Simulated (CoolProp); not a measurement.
Properties of ammonia along the isobar 101 kPa (Tc = 405.6 K, pc = 11360 kPa, ω = 0.256).

Model: reference Helmholtz-energy equation of state, Gao 2020, in CoolProp.

| T (K) | phase | Z | Prandtl number |
|---|---|---|---|
| 221 | liquid | 0.001329 | 2.05 |
| 228.4 | liquid | 0.001302 | 1.89 |
| 235.9 | liquid | 0.001278 | 1.77 |
| 243.3 | gas | 0.9743 | 0.878 |
| 250.8 | gas | 0.9777 | 0.875 |
| 258.2 | gas | 0.9805 | 0.874 |
| 265.6 | gas | 0.9829 | 0.873 |
| 273.1 | gas | 0.9848 | 0.874 |
| 280.5 | gas | 0.9865 | 0.874 |
| 288 | gas | 0.9879 | 0.875 |
| 295.4 | gas | 0.9891 | 0.875 |
| 302.8 | gas | 0.9901 | 0.876 |
| 310.3 | gas | 0.9910 | 0.876 |
| 317.7 | gas | 0.9918 | 0.876 |

Viscosity comes from a separate model (Fenghour 1995). Thermal conductivity comes from a separate model (Tufeu 1984).
